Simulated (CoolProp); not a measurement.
Vapour-liquid equilibrium of CH2F2 (R32) (1) + R125 (2) at -86.05 °C; x and y are mole fractions of (1).

Model: multi-fluid Helmholtz-energy mixture model, Tillner-Roth 1997 and Lemmon 2005; pair parameters Lemmon 2004, in CoolProp.

| x | bubble pressure, mixture model (MPa) | bubble pressure, Raoult's law (MPa) | y, mixture model | y, Raoult's law |
|---|---|---|---|---|
| 0.05 | 0.01005 | 0.01003 | 0.062 | 0.060 |
| 0.15 | 0.01034 | 0.01024 | 0.186 | 0.176 |
| 0.25 | 0.01064 | 0.01045 | 0.303 | 0.288 |
| 0.35 | 0.01095 | 0.01066 | 0.413 | 0.395 |
| 0.45 | 0.01124 | 0.01087 | 0.513 | 0.498 |
| 0.55 | 0.01150 | 0.01108 | 0.607 | 0.597 |
| 0.65 | 0.01173 | 0.01129 | 0.693 | 0.692 |
| 0.75 | 0.01191 | 0.01150 | 0.777 | 0.784 |
| 0.85 | 0.01203 | 0.01171 | 0.860 | 0.873 |
| 0.95 | 0.01206 | 0.01192 | 0.949 | 0.958 |

The largest gap from Raoult's law is +3.9 % in bubble pressure, at x = 0.65. y crosses x between x = 0.85 and 0.95: the model has an azeotrope there.

The pair parameters rest on a limited set of measurements; away from them the model extrapolates.
